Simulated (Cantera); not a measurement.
# Ammonia decomposition in nitride growth gas

An isothermal, constant-pressure homogeneous reactor starts with 13.5 % NH₃, 86.5 % N₂, at 1823 K and 1.10 bar.

Model: the gas-phase N/H chemistry of the illustrative SiF4/NH3 mechanism in the Surface Chemkin manual (1991), integrated in Cantera. Walls and surfaces, which speed up NH3 decomposition in real reactors, are not modelled.

```
t (s)        x NH₃      x H₂    x N₂H₂       x H     x NH
--------  --------  --------  --------  --------  -------
6.00e-5      0.135   1.13e-5   2.95e-9   8.25e-8  2.32e-8
0.000175     0.135   3.57e-5   2.97e-8   1.00e-7  2.08e-7
0.000513     0.135  0.000155   1.88e-7   2.28e-7  7.72e-7
0.00150      0.134  0.000760   3.14e-7   6.16e-7  1.14e-6
0.00438      0.133   0.00265   3.10e-7   1.56e-6  1.32e-6
0.0128       0.129   0.00803   2.95e-7   4.03e-6  1.64e-6
0.0375       0.118    0.0226   2.57e-7   1.03e-5  1.95e-6
0.110       0.0921    0.0567   1.82e-7   2.59e-5  1.98e-6
0.320       0.0491     0.114   7.85e-8   5.95e-5  1.56e-6
0.936       0.0130     0.161   1.24e-8  0.000114  7.87e-7
2.74       0.00212     0.176  6.65e-10  0.000160  2.18e-7
8.00      0.000457     0.178  3.73e-11  0.000173  5.38e-8
23.4      0.000132     0.178  3.30e-12  0.000175  1.58e-8
68.4       4.26e-5     0.178    <1e-12  0.000176  5.11e-9
200        1.44e-5     0.178    <1e-12  0.000176  1.73e-9
```
x: mole fraction; the columns are a selection and need not sum to one.

Equilibrium at this temperature and pressure: NH₃ 2.08e-6, H₂ 0.178, N₂H₂ <1e-12, H 0.000176, NH 2.49e-10 (gas phase only).
